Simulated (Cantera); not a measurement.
A perfectly stirred reactor is fed with CH4 : O2 : N2 = 1 : 2.86 : 10.7 (molar parts), equivalence ratio 0.70, at 9.87 atm; it is adiabatic with a 750 K inlet, and is followed from long to short residence time, starting on the burning branch (τ in s: 0.2, 0.095, 0.046, 0.023, 0.011, 0.0054, 0.0026, 0.0013, 0.00063, 0.00031, 0.00015, 7.3e-05).

Computed with Cantera and GRI-Mech 3.0 (53 species, 325 reactions).

Q: What does this change do: pressure from 9.87 atm to 1.48 atm?

A: 
```
quantity                                                                          before                                   after
------------------------------------------------  --------------------------------------  --------------------------------------
blow-out, bracketed by the residence times tried  burning at 73.0 µs, the shortest tried  burning at 73.0 µs, the shortest tried
x(CH4) at τ = 0.200 s                                                            2.77e-7                                 1.03e-6
x(O2) at τ = 0.200 s                                                              0.0568                                  0.0576
x(CO2) at τ = 0.200 s                                                             0.0681                                  0.0673
x(NO) at τ = 0.200 s                                                             0.00385                                 0.00232
x(H2O) at τ = 0.200 s                                                              0.136                                   0.135
x(CH4) at τ = 2.60 ms                                                            1.72e-5                                 3.75e-5
x(O2) at τ = 2.60 ms                                                              0.0588                                  0.0597
x(CO2) at τ = 2.60 ms                                                             0.0675                                  0.0637
x(NO) at τ = 2.60 ms                                                            0.000215                                0.000144
x(H2O) at τ = 2.60 ms                                                              0.136                                   0.132
```
